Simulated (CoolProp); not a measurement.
A single-stage vapour-compression cycle with the fluid: evaporating at 287.15 K (dew point), condensing at 345.15 K (bubble point), superheat 0 K, subcooling 0 K, compressor efficiency 0.8, no pressure losses. The same conditions are run with several fluids, on thermodynamics alone (safety and materials aside).

Values from CoolProp's reference Helmholtz-energy equation of state of each fluid (n-hexane: Thol 2019; R124: de Vries 1995; isohexane: Lemmon 2006; n-butane: Bücker 2006; R407C: Lemmon 2003; R227EA: Lemmon 2016). Blends and air are pseudo-pure fits.

```json
[
 {"fluid": "n-hexane", "cooling COP": "3.01", "pressure ratio": "9.17", "discharge temperature (K)": "345.1", "refrigerating effect (kJ/kg)": "?", "volumetric capacity (kJ/m³)": "106"},
 {"fluid": "R124", "cooling COP": "2.64", "pressure ratio": "4.92", "discharge temperature (K)": "347.3", "refrigerating effect (kJ/kg)": "?", "volumetric capacity (kJ/m³)": "?"},
 {"fluid": "isohexane", "cooling COP": "2.96", "pressure ratio": "?", "discharge temperature (K)": "345.1", "refrigerating effect (kJ/kg)": "219", "volumetric capacity (kJ/m³)": "141"},
 {"fluid": "n-butane", "cooling COP": "?", "pressure ratio": "4.97", "discharge temperature (K)": "345.1", "refrigerating effect (kJ/kg)": "224", "volumetric capacity (kJ/m³)": "986"},
 {"fluid": "R407C", "cooling COP": "?", "pressure ratio": "4.86", "discharge temperature (K)": "371.4", "refrigerating effect (kJ/kg)": "96.3", "volumetric capacity (kJ/m³)": "?"},
 {"fluid": "R227EA", "cooling COP": "?", "pressure ratio": "4.86", "discharge temperature (K)": "345.1", "refrigerating effect (kJ/kg)": "44.6", "volumetric capacity (kJ/m³)": "1140"}
]
```

What belongs in the gaps?


- n-hexane, refrigerating effect (kJ/kg): 237
- R124, refrigerating effect (kJ/kg): 83.7
- R124, volumetric capacity (kJ/m³): 1400
- isohexane, pressure ratio: 8.28
- n-butane, cooling COP: 2.85
- R407C, cooling COP: 2.05
- R407C, volumetric capacity (kJ/m³): 3000
- R227EA, cooling COP: 1.97

The compression ends wet for: n-hexane; isohexane; n-butane; R227EA.
